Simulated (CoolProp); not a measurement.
Vapour-liquid equilibrium of R143a (1) + dimethyl ether (2) at -41.65 °C; x and y are mole fractions of (1).

Model: multi-fluid Helmholtz-energy mixture model, Lemmon and Jacobsen 2000 and Wu 2011; pair parameters Bell 2016, in CoolProp.

```csv
x,bubble pressure (kPa),y at the bubble point,dew pressure at overall composition x (kPa),liquid density (mol/L)
0.05,51.21,0.150,47.40,16.30
0.2,66.40,0.439,53.37,15.85
0.35,79.99,0.612,60.93,15.41
0.5,92.50,0.733,70.72,14.99
0.65,104.3,0.827,83.62,14.59
0.8,115.8,0.906,100.7,14.20
0.95,127.3,0.977,122.7,13.82
```

No azeotrope shows between x = 0.05 and 0.95.

The pair parameters rest on a limited set of measurements; away from them the model extrapolates.
